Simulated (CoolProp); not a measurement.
Vapour-liquid equilibrium of p-xylene (1) + n-nonane (2) at 5.69 kPa; x and y are mole fractions of (1).

Values from CoolProp's multi-fluid Helmholtz-energy mixture model, Zhou 2012 and Lemmon 2006; pair parameters Bell 2016.

Give the bubble temperature and the first vapour's composition at x = 0.05, 0.2, 0.35. Is there an azeotrope?

x = 0.05: 339.9 K, y = 0.089; x = 0.2: 337.5 K, y = 0.308; x = 0.35: 335.5 K, y = 0.482. No azeotrope shows between x = 0.05 and 0.95.

The pair parameters rest on a limited set of measurements; away from them the model extrapolates.
